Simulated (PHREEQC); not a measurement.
A solution holds 0.18 mol Na2SO4, 0.0014 mol Na2B4O7 and 0.66 mol KBr per kg of water, at 25 °C. Closed to the air; pH follows from the charge balance.

Computed with PHREEQC (Pitzer model, pitzer.dat).

No solid was allowed to form.

Q: What pH does the model give?

A: pH 9.05.

Q: In which forms is B present?

A: B(OH)3 50 %, B(OH)4- 50 % of the B.

In brines, pH and single-ion activities rest on the MacInnes convention.
